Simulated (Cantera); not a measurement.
Feed: 1 mol Si2Cl6, 0.049 mol HCl, 58 mol N2, held at 1573 K and 0.0100 bar.

Equilibrium computed with Cantera from the NASA thermochemical tables; the gas is ideal and each condensed phase is pure. Candidate condensed phases: NH4Cl, Si, Si3N4; 28 gas species. The feed counts by its element totals alone. The tables' values for SiCl3 are old estimates; treat these amounts as uncertain. The numbers say what is thermodynamically allowed, not how fast it happens.

Base state: N2 0.965, SiCl2 0.0133, SiCl4 0.0121, SiCl3 0.00783, Cl 0.00119, HCl 0.000815 (mole fractions); condensed: gas only.

What changes in the equilibrium state with this change: temperature from 1573 K to 823.15 K?


```csv
species,before,after
N2,0.965,0.974
SiCl4,0.0121,0.0253
HCl,0.000815,0.000824
SiCl2,0.0133,<1e-9
Cl,0.00119,<1e-9
SiCl3,0.00783,5.29e-7
"Si3N4(s), mol",0,0.167
```
N2 is the only nitrogen source here; it is nearly inert below about 1500 K, so the nitride shown seldom forms there in practice.
